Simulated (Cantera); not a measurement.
Sublimation and decomposition of ceramics: Si3N4 + Si + H2

Input: 1 mol Si3N4, 0.011 mol Si, 7 mol H2, equilibrated at 1573.15 K and 10000 Pa.

These are equilibrium values from Cantera (NASA tables, ideal gas, pure condensed phases), not measurements of a reactor. Candidate condensed phases: Si, Si3N4; 18 gas species. Mutual solubility and eutectic melting of coexisting phases are not modelled. The numbers say what is thermodynamically allowed, not how fast it happens.

x(H2): 0.998
x(N2): 0.00187
x(H): 0.000129
x(SiH2): 3.67e-6
n(Si(s)): 0.0306 mol
n(Si3N4(s)): 0.993 mol
gas amount: 7.014 mol
